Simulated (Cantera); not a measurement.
An isothermal, constant-pressure homogeneous reactor starts with 30.1 % H2, 69.9 % O2, at 925 K and 1.05 Torr.

Computed with Cantera and GRI-Mech 3.0 (53 species, 325 reactions). Radical loss at walls, strong at low pressure, is not modelled. Below about 950 K walls govern HO2 and H2O2 in real vessels. The temperature is held fixed by assumption; the heat of reaction is taken as removed at once.

One state of this run: x H2 = 0.0182; x O2 = 0.578; x O = 0.0431; x H = 0.145; x H2O2 = 1.87e-8. x: mole fraction; the columns are a selection and need not sum to one.

### Question
Which value of t (s) does it belong to?
A) 0.000289
B) 0.0838
C) 0.00492
D) 0.346

### Answer
B, 0.0838
